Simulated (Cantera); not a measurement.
Source: NASA polynomial tables (part measured, part estimated), evaluated in Cantera. Values are per mole of reaction as written; species without (g) are pure solids or liquids, kept so even where they would boil at 1 bar. ZrN: taken at fixed stoichiometry.

8 OH(g) + ZrN → NO₂(g) + ZrO₂ + 4 H₂O(g)

```json
[
 {"T (K)": "300", "ΔH° (kJ)": "…", "ΔS° (J/K)": "…", "ΔG° (kJ)": "…", "log10 K": "…", "condensed phases": "ZrN(s), ZrO₂(monoclinic)"},
 {"T (K)": "2150", "ΔH° (kJ)": "-1989.1", "ΔS° (J/K)": "-491.5", "ΔG° (kJ)": "-932.4", "log10 K": "22.65", "condensed phases": "ZrN(s), ZrO₂(tetragonal)"},
 {"T (K)": "2300", "ΔH° (kJ)": "-1988.8", "ΔS° (J/K)": "-491.4", "ΔG° (kJ)": "-858.7", "log10 K": "19.50", "condensed phases": "ZrN(s), ZrO₂(tetragonal)"},
 {"T (K)": "2450", "ΔH° (kJ)": "-1988.6", "ΔS° (J/K)": "-491.3", "ΔG° (kJ)": "-785.0", "log10 K": "16.74", "condensed phases": "ZrN(s), ZrO₂(tetragonal)"},
 {"T (K)": "2600", "ΔH° (kJ)": "-1988.5", "ΔS° (J/K)": "-491.2", "ΔG° (kJ)": "-711.3", "log10 K": "14.29", "condensed phases": "ZrN(s), ZrO₂(tetragonal)"},
 {"T (K)": "2750", "ΔH° (kJ)": "…", "ΔS° (J/K)": "…", "ΔG° (kJ)": "…", "log10 K": "…", "condensed phases": "ZrN(s), ZrO₂(s)"}
]
```

Fill in the missing entries.


- 300, ΔH° (kJ): -1980.2
- 300, ΔS° (J/K): -463.3
- 300, ΔG° (kJ): -1841.2
- 300, log10 K: 320.58
- 2750, ΔH° (kJ): -1988.4
- 2750, ΔS° (J/K): -491.2
- 2750, ΔG° (kJ): -637.6
- 2750, log10 K: 12.11
